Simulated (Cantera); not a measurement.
A perfectly stirred reactor is fed with CH4 : C2H6 : O2 : N2 = 1 : 0.067 : 4.38 : 21.9 (molar parts), at 5.00 bar; it is adiabatic with a 823 K inlet, and is followed from long to short residence time, starting on the burning branch (τ in s: 0.23, 0.077, 0.026, 0.0088, 0.003, 0.001, 0.00035, 0.00012, 4e-05, 1.4e-05).

Model: GRI-Mech 3.0 (53 species, 325 reactions), integrated in Cantera.

Question: Predict: blow-out, bracketed by the residence times tried; x(CH4) at τ = 0.230 s; x(C2H6) at τ = 0.230 s; x(O2) at τ = 0.230 s; x(H2) at τ = 0.230 s; x(CO2) at τ = 0.230 s; x(CH4) at τ = 1.00 ms; x(C2H6) at τ = 1.00 ms; x(O2) at τ = 1.00 ms; x(H2) at τ = 1.00 ms; x(CO2) at τ = 1.00 ms.

Answer: 
- blow-out, bracketed by the residence times tried = burning at 0.350 ms, out at 0.120 ms
- x(CH4) at τ = 0.230 s = 3.00e-6
- x(C2H6) at τ = 0.230 s = 4.28e-8
- x(O2) at τ = 0.230 s = 0.0783
- x(H2) at τ = 0.230 s = 7.87e-6
- x(CO2) at τ = 0.230 s = 0.0414
- x(CH4) at τ = 1.00 ms = 0.000135
- x(C2H6) at τ = 1.00 ms = 2.41e-6
- x(O2) at τ = 1.00 ms = 0.0795
- x(H2) at τ = 1.00 ms = 0.000232
- x(CO2) at τ = 1.00 ms = 0.0387
